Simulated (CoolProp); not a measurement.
Vapour-liquid equilibrium of R114 (1) + benzene (2) at 0.155 MPa; x and y are mole fractions of (1).

Model: multi-fluid Helmholtz-energy mixture model, Platzer 1990 and Thol 2012; pair parameters Bell 2016, in CoolProp. This equation is an older, rougher fit; its heat capacities, sound speeds and derivatives of the liquid may be far off and weren't checked against measurements.

Question: Give the bubble temperature and the first vapour's composition at x = 0.2, 0.5, 0.8. Is there an azeotrope?

Answer: x = 0.2: 312.7 K, y = 0.862; x = 0.5: 299.4 K, y = 0.936; x = 0.8: 293.1 K, y = 0.969. No azeotrope shows between x = 0.05 and 0.95.

The pair parameters rest on a limited set of measurements; away from them the model extrapolates. With so large a gap from Raoult's law the liquid may split in two, which this calculation doesn't test in full.
